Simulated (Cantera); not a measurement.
Cantera run:

```python
import numpy as np
import cantera as ct

gas_names = """
    Fe FeO N NO NO2 NO3 N2 N2O O O2 O3 S SN SO SO2 SO3 S2 S2O S8
""".split()
cond_names = """
    Fe(a) Fe(c) Fe(d) Fe(L) FeO(s) FeO(L) FeS(a) FeS(b) FeS(c) FeS(L) FeSO4(s) FeS2(s) Fe2O3(s)
    Fe2S3O12(s) Fe3O4(s) S(cr1) S(cr2) S(L)
""".split()


# ... load() reads the species with a 1 bar reference pressure and builds the phases ...
atoms = {
    'Fe2O3': {'Fe': 2, 'O': 3},
    'SO3': {'S': 1, 'O': 3},
    'N2': {'N': 2},
}
top_T = {'FeSO4(s)': 950, 'FeS2(s)': 1010, 'Fe2O3(s)': 1830, 'Fe2S3O12(s)': 1100, 'Fe3O4(s)': 1870}  # K; cautious upper limits of use, not melting points


# ... equilibrate(T, P, feed) seeds the gas with the atoms and calls Mixture.equilibrate('TP', solver="vcs", rtol=1e-11, max_steps=5000) ...
results = []
feed = {'Fe2O3': 1, 'SO3': 2.4, 'N2': 3}  # mol
P = 8700  # Pa
for T in [775, 875, 975, 1075, 1175, 1275, 1375, 1475, 1575, 1675, 1775]:
    mix = equilibrate(T, P, feed)
    results.append((T, P, feed, dict(zip(mix.species_names, mix.species_moles))))

top = {s: max(r[3][s] / sum(r[3][g] for g in gas_names) for r in results) for s in gas_names}
cols = sorted((s for s in top if top[s] > 0.0001), key=lambda s: -top[s])[:5]
seen = [c for c in cond_names if any(r[3].get(c, 0) > 1e-12 for r in results)]
print("log10 of partial pressures in bar; condensed amounts in mol")
print(f"{'T/K':>10s}" + "".join(f"{s[:9]:>10s}" for s in cols + seen))
for T, P, feed, n in results:
    ng = sum(n[g] for g in gas_names)
    print(f"{T:10.4g}" + "".join(f"{np.log10(max(n[s] / ng * P / 1e5, 1e-99)):10.3f}" for s in cols)
          + "".join(f"{n.get(c, 0):10.4g}" for c in seen))
```

Result:

```
log10 of partial pressures in bar; condensed amounts in mol
       T/K        N2       SO2        O2       SO3        NO  Fe2O3(s) Fe2S3O12(  Fe3O4(s)
       775    -1.067    -3.277    -3.578    -3.322    -7.823    0.2117    0.7883         0
       875    -1.296    -1.810    -2.111    -1.879    -6.500    0.7672    0.2328         0
       975    -1.385    -1.589    -1.890    -2.146    -5.874         1         0         0
      1075    -1.396    -1.533    -1.834    -2.548    -5.396         1         0         0
      1175    -1.400    -1.513    -1.815    -2.921    -5.010         1         0         0
      1275    -1.402    -1.506    -1.808    -3.247    -4.688         1         0         0
      1375    -1.402    -1.503    -1.805    -3.530    -4.415         1         0         0
      1475    -1.403    -1.502    -1.804    -3.775    -4.179         1         0         0
      1575    -1.414    -1.512    -1.758    -3.976    -3.956         0         0    0.6667
      1675    -1.415    -1.511    -1.758    -4.164    -3.775         0         0    0.6667
      1775    -1.415    -1.511    -1.759    -4.330    -3.615         0         0    0.6667
```

Equilibrium computed with Cantera from the NASA thermochemical tables; the gas is ideal and each condensed phase is pure.
